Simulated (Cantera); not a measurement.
A perfectly stirred reactor is fed with CH4 : CO2 = 1 : 0.35 (molar parts), at 4.93 atm; it is held at 1850 K, and followed from long to short residence time.

Detailed kinetics in Cantera: GRI-Mech 3.0 (53 species, 325 reactions). GRI-Mech 3.0 stops at C3 and has no aromatics, soot or wall deposition, so with more carbon than oxygen in the feed, carbon stays in small species such as C2H2 where larger ones or solid carbon would form.

One state of this run: x CH4 = 0.0939; x CO2 = 0.0263; x CH2 = 3.48e-7; x HO2 = <1e-12; x C2H6 = 0.000116. x: mole fraction; the columns are a selection and need not sum to one.

Q: Which value of τ (s) does it belong to?
A. 0.15
B. 0.011
C. 2.1
D. 0.57

A: B, 0.011
